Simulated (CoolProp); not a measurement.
Toluene at 298.15 K and 2.46 MPa is throttled through a valve to 1.11 MPa with no heat exchange. Each further row changes one setting.

Model: reference Helmholtz-energy equation of state, Lemmon 2006, in CoolProp. It is a short technical equation, of lower accuracy than the large ones.

```json
[
 {"case": "as stated", "temperature change (K)": "…", "final density (kg/m³)": "862"},
 {"case": "outlet pressure 0.333 MPa", "temperature change (K)": "…", "final density (kg/m³)": "862"},
 {"case": "outlet pressure 1.44 MPa", "temperature change (K)": "+0.5", "final density (kg/m³)": "…"}
]
```

**Question.** What belongs in the gaps?

**Answer.** 
- as stated, temperature change (K): +0.6
- outlet pressure 0.333 MPa, temperature change (K): +1.0
- outlet pressure 1.44 MPa, final density (kg/m³): 863
